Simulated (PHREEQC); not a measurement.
Dissolve 0.00465 mol NaHSO4 and 0.0475 mol Na2CO3 per kg of water at 15 °C. Closed to the air; pH follows from the charge balance.

Computed with PHREEQC (ion-association model, phreeqc.dat).

Precipitation was switched off in this run.

Q: Predict the pH.

A: pH 10.90.

Q: In which forms is Na present?

A: Na+ 88 %, NaCO3- 11 %, NaSO4- 0.6 % of the Na.
